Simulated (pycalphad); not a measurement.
Computed with pycalphad from the COST 507 light-alloy database (1999), at 1 atm. The database dates from 1999; later assessments differ in places, in temperatures and in the compounds included. Amounts are mole fractions of atoms. Diffusion is slow at the low end, where real alloys seldom reach equilibrium.

Question: Give the equilibrium state of Ti-3.94Hf-1.01B (at.%) at 552 °C.

Answer: 
```
T = 825.00 K, P = 101325 Pa, N = 1 mol of atoms
G = -36633 J/mol, H = 13824 J/mol, S = 61.16 J/(mol K)  (SER reference)
chemical potentials (J/mol): Ti -34137, Hf -61839, B -173248
phase             fraction      x(Ti)      x(Hf)       x(B)
HCP_A3              0.9809     0.9593     0.0401   0.000577
BM                  0.0191     0.4983     0.0017     0.5000
```

Question: Give the equilibrium state of Ti-3.94Hf-1.01B (at.%) at 1227 °C.

Answer: bcc, fraction 0.983, with 4.0 Hf, 0.17 B at.%; BM, fraction 0.017, with 0.33 Hf, 50.0 B at.%.

Database names, with the compositions (at.%) that they take in these runs: BM: Ti 50 B 50. HCP_A3 is hcp.
